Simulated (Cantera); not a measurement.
## Ignition delay

Mixture: 22.6 % CO, 0.880 % H₂, 1.40 % CH₄, 15.8 % O₂, 59.4 % N₂, equivalence ratio 0.92, at 2.20 bar, adiabatic and at constant pressure. Ignition delay is the time to a rise of 400 K.

Computed with Cantera and GRI-Mech 3.0 (53 species, 325 reactions). Where the delays flatten at high temperature, the 400 K rule measures the pace of heat release, not the induction time.

```csv
T0 (K),delay (ms)
1173,0.298
1273,0.128
1373,0.0730
1473,0.0495
1573,0.0372
1673,0.0300
1773,0.0257
```
